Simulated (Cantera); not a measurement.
## Thermodynamics of thermal oxidation and active oxidation of silicon, feed Si + N2O + H2

Feed: 1 mol Si, 0.011 mol N2O, 120 mol H2, equilibrated at 160 Pa.

These are equilibrium values from Cantera (NASA tables, ideal gas, pure condensed phases), not measurements of a reactor. Candidate condensed phases: H2O, Si, SiO2, Si2N2O, Si3N4; 35 gas species. Mutual solubility and eutectic melting of coexisting phases are not modelled. Gases not in the tables: Si2H6 and higher silanes. Kinetics and transport are ignored.

| T (K) | log p H2 | log p H | log p Si | log p SiH | log p N2 | log p SiO | log p SiH2 | log p Si2 | n Si(s) | n Si2N2O(s) | n Si(l) |
|---|---|---|---|---|---|---|---|---|---|---|---|
| 998 | -2.80 | -10.07 | <-14 | <-14 | -12.47 | -12.46 | -12.85 | <-14 | 0.978 | 0.0110 | 0 |
| 1198 | -2.80 | -8.12 | -11.89 | -12.11 | -8.82 | -8.82 | -10.74 | <-14 | 0.978 | 0.0109 | 0 |
| 1398 | -2.80 | -6.72 | -9.11 | -9.80 | -6.83 | -6.83 | -9.23 | -12.34 | 0.989 | 0 | 0 |
| 1598 | -2.80 | -5.67 | -7.03 | -8.09 | -6.83 | -6.83 | -8.11 | -9.64 | 0.981 | 0 | 0 |
| 1798 | -2.80 | -4.85 | -5.51 | -6.85 | -6.84 | -6.84 | -7.33 | -7.73 | 0 | 0 | 0.738 |
| 1998 | -2.82 | -4.20 | -4.91 | -6.48 | -6.85 | -6.85 | -7.33 | -7.43 | 0 | 0 | 0 |
| 2198 | -2.86 | -3.68 | -4.92 | -6.70 | -6.87 | -6.87 | -7.87 | -8.20 | 0 | 0 | 0 |
log p: log10 of the partial pressure in bar; n: condensed amount in mol.

From 998 K to 1198 K the condensed part is Si(s) + Si2N2O(s). From 1398 K to 1598 K the condensed part is Si(s). At 1798 K the condensed part is Si(l). From 1998 K to 2198 K nothing is condensed.
